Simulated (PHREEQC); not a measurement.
A solution holds 0.006 mol ZnSO4 and 0.0099 mol MnSO4 per kg of water, at 25 °C. Closed to the air; pH follows from the charge balance.

Equilibrium calculation in PHREEQC: ion-association model, phreeqc.dat.

This is a speciation only: nothing precipitates in the calculation.

Order these Zn species by the share of Zn that they hold, largest first: Zn+2, ZnSO4, Zn(SO4)2-2.

Zn+2 (62 %), ZnSO4 (35 %), Zn(SO4)2-2 (3.0 %)

Order these S species by the share of S that they hold, largest first: Zn(SO4)2-2, SO4-2, MnSO4, ZnSO4.

SO4-2 (65 %), MnSO4 (19 %), ZnSO4 (13 %), Zn(SO4)2-2 (2.3 %)

The pH is 5.92 and the ionic strength 0.0423 mol/kgw. Complexes and solids missing from the database can't appear.
